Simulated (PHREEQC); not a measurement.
Solution (25 °C): 0.019 mol/kgw H3PO4, 0.13 mol/kgw HNO3 and 2e-05 mol/kgw H4SiO4. Closed to the air; pH follows from the charge balance.

All values are PHREEQC results (ion-association model, phreeqc.dat), not measurements.

Each row changes one thing in this solution. Precipitation was switched off in this run.

```json
[
 {"case": "as made", "pH": "0.97", "ionic strength (mol/kgw)": "0.132", "H3PO4 (mol/kgw)": "0.0175", "H2PO4- (mol/kgw)": "0.00148", "HPO4-2 (mol/kgw)": "1.93e-9", "SI of Quartz (SiO2)": "-0.70"},
 {"case": "temperature from 25 to 20 °C", "pH": "0.97", "ionic strength (mol/kgw)": "0.132", "H3PO4 (mol/kgw)": "0.0174", "H2PO4- (mol/kgw)": "0.00156", "HPO4-2 (mol/kgw)": "1.96e-9", "SI of Quartz (SiO2)": "-0.63"},
 {"case": "temperature from 25 to 60 °C", "pH": "0.98", "ionic strength (mol/kgw)": "0.131", "H3PO4 (mol/kgw)": "0.0179", "H2PO4- (mol/kgw)": "0.00108", "HPO4-2 (mol/kgw)": "1.79e-9", "SI of Quartz (SiO2)": "-1.16"},
 {"case": "H4SiO4 from 2e-05 to 4e-05 mol/kgw", "pH": "0.97", "ionic strength (mol/kgw)": "0.132", "H3PO4 (mol/kgw)": "0.0175", "H2PO4- (mol/kgw)": "0.00148", "HPO4-2 (mol/kgw)": "1.93e-9", "SI of Quartz (SiO2)": "-0.40"},
 {"case": "HNO3 left out", "pH": "2.08", "ionic strength (mol/kgw)": "0.00903", "H3PO4 (mol/kgw)": "0.00997", "H2PO4- (mol/kgw)": "0.00903", "HPO4-2 (mol/kgw)": "9.06e-8", "SI of Quartz (SiO2)": "-0.72"}
]
```

Away from 25 °C the constants follow the database's enthalpies or fits; those with neither stay at their 25 °C values.
